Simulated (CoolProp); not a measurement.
Computed with CoolProp (reference Helmholtz-energy equation of state, Gao 2022).

For n-perfluoropentane, give the phase and the density (kg/m³), Joule-Thomson coefficient (K/MPa), isothermal compressibility (1/MPa) at 432.7 K and 3.66 MPa; 455.2 K and 3.66 MPa; 477.6 K and 3.66 MPa.


- 432.7 K and 3.66 MPa: supercritical; density 981, Joule-Thomson coefficient 2.39, isothermal compressibility 0.106
- 455.2 K and 3.66 MPa: supercritical; density 689, Joule-Thomson coefficient 7.27, isothermal compressibility 0.441
- 477.6 K and 3.66 MPa: supercritical; density 469, Joule-Thomson coefficient 7.58, isothermal compressibility 0.457
